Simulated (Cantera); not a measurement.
Source: NASA polynomial tables (part measured, part estimated), evaluated in Cantera. Values are per mole of reaction as written; species without (g) are pure solids or liquids, kept so even where they would boil at 1 bar.

3 N(g) + 2 CrO3(g) ⇌ 3 NO(g) + Cr2O3

| T (K) | ΔH° (kJ) | ΔS° (J/K) | ΔG° (kJ) | log10 K |
|---|---|---|---|---|
| 1450 | ___ | ___ | ___ | ___ |
| 1500 | ___ | ___ | ___ | ___ |
| 1550 | -1679.9 | -260.8 | -1275.6 | 42.99 |
| 1600 | ___ | ___ | ___ | ___ |
| 1650 | -1678.2 | -259.8 | -1249.6 | 39.56 |

### Question
What belongs in the gaps?

### Answer

- 1450, ΔH° (kJ): -1681.4
- 1450, ΔS° (J/K): -261.8
- 1450, ΔG° (kJ): -1301.7
- 1450, log10 K: 46.89
- 1500, ΔH° (kJ): -1680.7
- 1500, ΔS° (J/K): -261.3
- 1500, ΔG° (kJ): -1288.7
- 1500, log10 K: 44.87
- 1600, ΔH° (kJ): -1679.1
- 1600, ΔS° (J/K): -260.3
- 1600, ΔG° (kJ): -1262.6
- 1600, log10 K: 41.22
